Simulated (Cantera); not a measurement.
Charge: 1 mol Fe(CO)₅, 8.6 mol H₂, 5.5 mol N₂, at 21.0 mbar.

Method: chemical equilibrium by Gibbs-energy minimisation in Cantera with the NASA 1993 tables (ideal gas, pure condensed phases). Candidate condensed phases: C, C₆H₆, C₇H₈, C₈H₁₈, Fe, Fe(CO)₅, FeO, Fe(OH)₂, Fe(OH)₃, Fe₂O₃, Fe₃O₄, H₂O; 140 gas species. The numbers say what is thermodynamically allowed, not how fast it happens.

Task: At 1375 K, list the 4 most abundant gas species with their mole fractions, and the condensed phases.

Result: H₂ 0.450, N₂ 0.288, CO 0.262, HCN 4.28e-5. Condensed: Fe(γ).
